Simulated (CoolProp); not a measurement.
Vapour-liquid equilibrium of R134a (1) + R142b (2) at 234.8 K; x and y are mole fractions of (1).

Model: multi-fluid Helmholtz-energy mixture model, Tillner-Roth 1994 and Lemmon 2006; pair parameters Bell 2016, in CoolProp.

**Question.** Give the bubble pressure and the first vapour's composition at x = 0.2, 0.35, 0.5. Is there an azeotrope?

**Answer.** x = 0.2: 0.3413 bar, y = 0.383; x = 0.35: 0.3939 bar, y = 0.556; x = 0.5: 0.4397 bar, y = 0.683. No azeotrope shows between x = 0.05 and 0.95.

The pair parameters rest on a limited set of measurements; away from them the model extrapolates.
